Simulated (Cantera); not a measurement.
Charge: 1 mol Si₂Cl₆, 6.3 mol NH₃, held at 728 Torr.

Cantera equilibrium calculation (NASA polynomials, part measured and part estimated; ideal gas, pure solids and liquids). Candidate condensed phases: NH₄Cl, Si, Si₃N₄; 28 gas species. The feed counts by its element totals alone. Gases not in the tables: Si₂H₆ and higher silanes. Equilibrium is a limit: real reactors are often held back by kinetics, nucleation or transport.

Task: What share of the Si ends up in condensed phases as a function of T (K), at 898, 1048, 1198, 1348, 1498, 1648, 1798, 1948, 2098?

Result: 
| T (K) | Si condensed (%) | as |
|---|---|---|
| 898 | 74.3 | Si₃N₄(s) |
| 1048 | 79.0 | Si₃N₄(s) |
| 1198 | 82.0 | Si₃N₄(s) |
| 1348 | 83.6 | Si₃N₄(s) |
| 1498 | 82.1 | Si₃N₄(s) |
| 1648 | 72.2 | Si₃N₄(s) |
| 1798 | 49.6 | Si₃N₄(s) |
| 1948 | 22.5 | Si₃N₄(s) |
| 2098 | 13.9 | Si(l) |
